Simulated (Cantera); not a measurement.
Input (Python, Cantera):

```python
import numpy as np
import cantera as ct

gas = ct.Solution("gri30.yaml")
gas.TPX = 1323, 2900000, {'CH4': 1, 'O2': 1.33, 'N2': 5.01}
reactor = ct.IdealGasConstPressureReactor(gas, energy="on", clone=False)
net = ct.ReactorNet([reactor])
net.rtol, net.atol = 1e-08, 1e-16
show = ['CH4', 'O2', 'O', 'H2O', 'CH3']
times = np.geomspace(3e-06, 2, 11)

steps = ct.SolutionArray(gas, extra=["t"])
rows = []
print(f"{'t/s':>10s}{'T/K':>9s}{'P/Pa':>11s}" + "".join(f"{s:>11s}" for s in show))
for t in times:
    while net.time < t:
        t_next = net.step()
        steps.append(gas.state, t=t_next)
    rows.append([np.interp(t, steps.t, y) for y in (steps.T, steps.P, *steps(*show).X.T)])
    print(f"{t:10.3e}{rows[-1][0]:9.1f}{rows[-1][1]:11.4g}" + "".join(f"{x:11.3e}" for x in rows[-1][2:]))
rate = np.gradient(steps.T, steps.t)
print("integrator steps:", len(steps.t))
if steps.T.max() > steps.T[0] + 200:
    print(f"time of steepest temperature rise: {steps.t[rate.argmax()]:.4e} s")
gas.TPX = 1323, 2900000, {'CH4': 1, 'O2': 1.33, 'N2': 5.01}
gas.equilibrate("HP")
print(f"equilibrium (HP): T = {gas.T:.1f} K  " + "  ".join(f"{s} {gas[s].X[0]:.3e}" for s in show))
```

It prints:

```
       t/s      T/K       P/Pa        CH4         O2          O        H2O        CH3
 3.000e-06   1323.0    2.9e+06  1.362e-01  1.812e-01  2.978e-10  1.584e-07  1.011e-06
 1.147e-05   1323.0    2.9e+06  1.362e-01  1.812e-01  1.839e-09  3.964e-06  6.186e-06
 4.384e-05   1323.3    2.9e+06  1.361e-01  1.811e-01  6.658e-09  7.205e-05  2.093e-05
 1.676e-04   1327.1    2.9e+06  1.353e-01  1.806e-01  1.453e-08  7.285e-04  3.396e-05
 6.407e-04   2706.8    2.9e+06  2.706e-10  4.257e-05  4.529e-05  1.725e-01  1.842e-10
 2.449e-03   2706.1    2.9e+06  2.732e-10  4.222e-05  4.496e-05  1.724e-01  1.854e-10
 9.364e-03   2706.1    2.9e+06  2.732e-10  4.222e-05  4.496e-05  1.724e-01  1.854e-10
 3.580e-02   2706.1    2.9e+06  2.732e-10  4.222e-05  4.496e-05  1.724e-01  1.854e-10
 1.369e-01   2706.1    2.9e+06  2.732e-10  4.222e-05  4.496e-05  1.724e-01  1.854e-10
 5.232e-01   2706.1    2.9e+06  2.732e-10  4.222e-05  4.496e-05  1.724e-01  1.854e-10
 2.000e+00   2706.1    2.9e+06  2.732e-10  4.222e-05  4.496e-05  1.724e-01  1.854e-10
integrator steps: 2071
time of steepest temperature rise: 4.4816e-04 s
equilibrium (HP): T = 2706.1 K  CH4 3.060e-10  O2 4.222e-05  O 4.496e-05  H2O 1.724e-01  CH3 2.077e-10
```

Computed with Cantera and GRI-Mech 3.0 (53 species, 325 reactions). The pressure lies above the range GRI-Mech 3.0 was tuned for (to about 10 atm).
